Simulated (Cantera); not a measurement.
Feed: 1 mol SiCl4, 0.023 mol Cl2, 20 mol N2, held at 1675 K and 1 atm.

Method: chemical equilibrium by Gibbs-energy minimisation in Cantera with the NASA 1993 tables (ideal gas, pure condensed phases). Candidate condensed phases: Si, Si3N4; 13 gas species. The tables' values for SiCl3 are old estimates; treat these amounts as uncertain. Kinetics and transport are ignored.

Base state: N2 0.950, SiCl4 0.0466, Cl 0.00261, SiCl3 0.000844, Cl2 0.000243, SiCl2 3.18e-5 (mole fractions); condensed: gas only.

### Question
What changes in the equilibrium state with this change: SiCl4 replaced by Si3H8?

### Answer
```tsv
species	before	after
N2	0.950	0.817
H2	0	0.181
HCl	0	0.00209
SiCl4	0.0466	<1e-9
SiCl2	3.18e-5	1.00e-6
Cl2	0.000243	<1e-9
SiCl3	0.000844	4.53e-9
H	0	4.90e-5
Cl	0.00261	4.42e-7
Si3N4(s), mol	0	1.000
```
The feed counts by its element totals alone. Further candidate phases: NH4Cl.
